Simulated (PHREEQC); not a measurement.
Arsenic or selenium liquor (model solution)

Solution (20 °C): 0.8 mmol/kgw H3AsO4 and 0.92 mmol/kgw HCl. Closed to the air; pH follows from the charge balance.

Equilibrium calculation in PHREEQC: ion-association model, wateq4f.dat.

No solid was allowed to form.

Problem. Predict the pH, ionic strength.

Solution. pH 2.83; ionic strength 0.00155 mol/kgw.

Problem. In which forms is As present?

Solution. H2AsO4- 79 %, H3AsO4 21 % of the As.
